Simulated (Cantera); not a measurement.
Fluorocarbon and chlorocarbon gases: C₂F₆ + CH₄ + H₂

A closed system holds: 1 mol C₂F₆, 0.013 mol CH₄, 0.065 mol H₂, held at 1.33 mbar.

Equilibrium computed with Cantera from the NASA thermochemical tables; the gas is ideal and each condensed phase is pure. Candidate condensed phases: C, C₆H₆, C₇H₈, C₈H₁₈; 95 gas species. The feed counts by its element totals alone. Rates play no part.

At 2848 K the condensed part is C(graphite). From 2948 K to 3448 K nothing is condensed. The main C-bearing gas is C₃ at 2848 K and C at 3448 K.

```csv
T (K),x F,x C,x CF,x C₃,x HF,x C₂,x H,x CF₂,n C(graphite)
2848,0.834,0.00828,0.0691,0.0423,0.0279,0.00417,0.00108,0.0123,0.583
2948,0.809,0.0181,0.0661,0.0652,0.0252,0.00831,0.00237,0.00539,0
3048,0.809,0.0322,0.0558,0.0611,0.0224,0.0116,0.00466,0.00226,0
3148,0.804,0.0538,0.0461,0.0532,0.0183,0.0150,0.00809,0.000962,0
3248,0.793,0.0840,0.0368,0.0419,0.0134,0.0178,0.0121,0.000409,0
3348,0.778,0.121,0.0281,0.0286,0.00888,0.0189,0.0158,0.000172,0
3448,0.762,0.160,0.0203,0.0163,0.00543,0.0174,0.0184,7.04e-5,0
```
x: gas mole fraction; n: condensed amount in mol.
